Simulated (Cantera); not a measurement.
A closed system holds: 1 mol n-butane, 0.027 mol O2, 1.4 mol H2O, equilibrated at 1700 Pa.

These are equilibrium values from Cantera (NASA tables, ideal gas, pure condensed phases), not measurements of a reactor. Candidate condensed phases: C, C6H6, C7H8, C8H18, H2O; 110 gas species. Equilibrium is a limit: real reactors are often held back by kinetics, nucleation or transport.

log p: log10 of the partial pressure in bar; n: condensed amount in mol.

| T (°C) | log p H2 | log p H | log p CO | log p C2H2 (acetylene) | log p C3 | log p C2H | n C(graphite) |
|---|---|---|---|---|---|---|---|
| 1600 | -1.86 | -4.12 | -2.50 | -5.37 | -12.01 | -9.55 | 2.54 |
| 1700 | -1.86 | ? | -2.50 | ? | ? | ? | 2.54 |
| 1800 | -1.87 | -3.51 | -2.51 | -4.78 | -9.80 | -8.05 | 2.53 |
| 1900 | -1.88 | -3.25 | -2.51 | -4.53 | -8.86 | -7.40 | 2.52 |
| 2000 | -1.89 | -3.02 | -2.51 | -4.31 | -8.00 | -6.82 | 2.50 |
| 2100 | -1.91 | -2.81 | -2.52 | -4.12 | -7.21 | -6.29 | 2.47 |
| 2200 | -1.94 | ? | -2.53 | ? | ? | ? | 2.43 |
| 2300 | -1.98 | -2.45 | -2.55 | -3.81 | -5.82 | -5.37 | 2.38 |
| 2400 | -2.04 | -2.31 | -2.57 | -3.71 | -5.21 | -4.97 | 2.31 |
| 2500 | -2.12 | -2.19 | -2.60 | -3.63 | -4.65 | -4.62 | 2.20 |
| 2600 | -2.22 | -2.09 | -2.63 | -3.59 | -4.12 | -4.31 | 2.00 |

Task: What belongs in the gaps?

Result: 
- 1700, log p H: -3.80
- 1700, log p C2H2 (acetylene): -5.06
- 1700, log p C3: -10.85
- 1700, log p C2H: -8.76
- 2200, log p H: -2.62
- 2200, log p C2H2 (acetylene): -3.95
- 2200, log p C3: -6.49
- 2200, log p C2H: -5.80
